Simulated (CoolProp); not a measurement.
Computed with CoolProp (reference Helmholtz-energy equation of state, Gao 2022).

Question: For n-perfluorobutane, give the phase and the density (kg/m³), Joule-Thomson coefficient (K/MPa), isothermal compressibility (1/MPa), expansivity (1/kK) at 450 K and 317 kPa; 450 K and 739 kPa; 450 K and 1160 kPa.

Answer: 
- 450 K and 317 kPa: gas; density 20.7, Joule-Thomson coefficient 5.11, isothermal compressibility 3.24, expansivity 2.45
- 450 K and 739 kPa: gas; density 50.1, Joule-Thomson coefficient 5.39, isothermal compressibility 1.44, expansivity 2.82
- 450 K and 1160 kPa: gas; density 81.8, Joule-Thomson coefficient 5.70, isothermal compressibility 0.962, expansivity 3.27
